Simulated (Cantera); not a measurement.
Feed: 1 mol BN, 52 mol H₂.

Points: T (K) = 1675, 1700, 1725, 1750, 1775, 1800, 1825, 1850, 1875, 1900, 1925, 1950, 1975, 2000; P (Pa) = 1, 3.2, 10, 32, 100, 320, 1000, 3200, 10000, 32000, 100000.

Cantera's Mixture.equilibrate('TP', solver="vcs", rtol=1e-11, max_steps=5000) on the NASA tables stopped like this:

```
ERROR: FAILURE its = 5001!

*******************************************************************************
CanteraError thrown by MultiPhase::equilibrate:
VCS solver failed. Return code: -1
*******************************************************************************
```

Question: What got this run through?

Answer: Several could match; the one computed here: The failure is numerical, not chemical. The same input converged with solver="gibbs", rtol=1e-10, max_steps=50000, and the result passed a check of the equilibrium conditions:
```
   1675          1  B(b)
   1700          1  B(b)
   1725          1  B(b)
   1750          1  B(b)
   1775          1  B(b)
   1800          1  B(b)
   1825          1  B(b)
   1850          1  B(b)
   1875          1  B(b)
   1900          1  B(b)
   1925          1  B(b)
   1950          1  B(b)
   1975          1  B(b)
   2000          1  B(b)
   1675        3.2  B(b)
   1700        3.2  B(b)
   1725        3.2  B(b)
   1750        3.2  B(b)
   1775        3.2  B(b)
   1800        3.2  B(b)
   1825        3.2  B(b)
   1850        3.2  B(b)
   1875        3.2  B(b)
   1900        3.2  B(b)
   1925        3.2  B(b)
   1950        3.2  B(b)
   1975        3.2  B(b)
   2000        3.2  B(b)
   1675         10  B(b) + BN(s)
   1700         10  B(b) + BN(s)
   1725         10  B(b)
   1750         10  B(b)
   1775         10  B(b)
   1800         10  B(b)
   1825         10  B(b)
   1850         10  B(b)
   1875         10  B(b)
   1900         10  B(b)
   1925         10  B(b)
   1950         10  B(b)
   1975         10  B(b)
   2000         10  B(b)
   1675         32  B(b) + BN(s)
   1700         32  B(b) + BN(s)
   1725         32  B(b) + BN(s)
   1750         32  B(b) + BN(s)
   1775         32  B(b) + BN(s)
   1800         32  B(b)
   1825         32  B(b)
   1850         32  B(b)
   1875         32  B(b)
   1900         32  B(b)
   1925         32  B(b)
   1950         32  B(b)
   1975         32  B(b)
   2000         32  B(b)
   1675        100  B(b) + BN(s)
   1700        100  B(b) + BN(s)
   1725        100  B(b) + BN(s)
   1750        100  B(b) + BN(s)
   1775        100  B(b) + BN(s)
   1800        100  B(b) + BN(s)
   1825        100  B(b) + BN(s)
   1850        100  B(b)
   1875        100  B(b)
   1900        100  B(b)
   1925        100  B(b)
   1950        100  B(b)
   1975        100  B(b)
   2000        100  B(b)
   1675        320  B(b) + BN(s)
   1700        320  B(b) + BN(s)
   1725        320  B(b) + BN(s)
   1750        320  B(b) + BN(s)
   1775        320  B(b) + BN(s)
   1800        320  B(b) + BN(s)
   1825        320  B(b) + BN(s)
   1850        320  B(b) + BN(s)
   1875        320  B(b) + BN(s)
   1900        320  B(b) + BN(s)
   1925        320  B(b)
   1950        320  B(b)
   1975        320  B(b)
   2000        320  B(b)
   1675       1000  B(b) + BN(s)
   1700       1000  B(b) + BN(s)
   1725       1000  B(b) + BN(s)
   1750       1000  B(b) + BN(s)
   1775       1000  B(b) + BN(s)
   1800       1000  B(b) + BN(s)
   1825       1000  B(b) + BN(s)
   1850       1000  B(b) + BN(s)
   1875       1000  B(b) + BN(s)
   1900       1000  B(b) + BN(s)
   1925       1000  B(b) + BN(s)
   1950       1000  B(b) + BN(s)
   1975       1000  B(b) + BN(s)
   2000       1000  B(b)
   1675       3200  BN(s)
   1700       3200  BN(s)
   1725       3200  BN(s)
   1750       3200  B(b) + BN(s)
   1775       3200  B(b) + BN(s)
   1800       3200  B(b) + BN(s)
   1825       3200  B(b) + BN(s)
   1850       3200  B(b) + BN(s)
   1875       3200  B(b) + BN(s)
   1900       3200  B(b) + BN(s)
   1925       3200  B(b) + BN(s)
   1950       3200  B(b) + BN(s)
   1975       3200  B(b) + BN(s)
   2000       3200  B(b) + BN(s)
   1675      1e+04  BN(s)
   1700      1e+04  BN(s)
   1725      1e+04  BN(s)
   1750      1e+04  BN(s)
   1775      1e+04  BN(s)
   1800      1e+04  BN(s)
   1825      1e+04  BN(s)
   1850      1e+04  B(b) + BN(s)
   1875      1e+04  B(b) + BN(s)
   1900      1e+04  B(b) + BN(s)
   1925      1e+04  B(b) + BN(s)
   1950      1e+04  B(b) + BN(s)
   1975      1e+04  B(b) + BN(s)
   2000      1e+04  B(b) + BN(s)
   1675    3.2e+04  BN(s)
   1700    3.2e+04  BN(s)
   1725    3.2e+04  BN(s)
   1750    3.2e+04  BN(s)
   1775    3.2e+04  BN(s)
   1800    3.2e+04  BN(s)
   1825    3.2e+04  BN(s)
   1850    3.2e+04  BN(s)
   1875    3.2e+04  BN(s)
   1900    3.2e+04  BN(s)
   1925    3.2e+04  BN(s)
   1950    3.2e+04  BN(s)
   1975    3.2e+04  B(b) + BN(s)
   2000    3.2e+04  B(b) + BN(s)
   1675      1e+05  BN(s)
   1700      1e+05  BN(s)
   1725      1e+05  BN(s)
   1750      1e+05  BN(s)
   1775      1e+05  BN(s)
   1800      1e+05  BN(s)
   1825      1e+05  BN(s)
   1850      1e+05  BN(s)
   1875      1e+05  BN(s)
   1900      1e+05  BN(s)
   1925      1e+05  BN(s)
   1950      1e+05  BN(s)
   1975      1e+05  BN(s)
   2000      1e+05  BN(s)
```

The gas is ideal and each condensed phase is pure. Mutual solubility and eutectic melting of coexisting phases are not modelled.
